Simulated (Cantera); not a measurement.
Cantera with NASA thermochemical tables; ideal gases at 1 bar, condensed phases pure. Values are per mole of reaction as written; species without (g) are pure solids or liquids, kept so even where they would boil at 1 bar.

Between 373 and 498 K, where is each reaction favourable under standard conditions?
- Al + 3 Cl(g) → AlCl₃
- Al + 3 Cl(g) → AlCl₃(g)
- 3 Cl(g) + Al(g) → AlCl₃


- Al + 3 Cl(g) → AlCl₃: ΔG° is -915 kJ at 373 K and -866 kJ at 498 K; it stays negative (K > 1). ΔH° is -1032 kJ and ΔS° -334 J/K at 498 K.
- Al + 3 Cl(g) → AlCl₃(g): ΔG° is -870 kJ at 373 K and -843 kJ at 498 K; it stays negative (K > 1). ΔH° is -952 kJ and ΔS° -218 J/K at 498 K.
- 3 Cl(g) + Al(g) → AlCl₃: ΔG° is -1194 kJ at 373 K and -1128 kJ at 498 K; it stays negative (K > 1). ΔH° is -1361 kJ and ΔS° -468 J/K at 498 K.
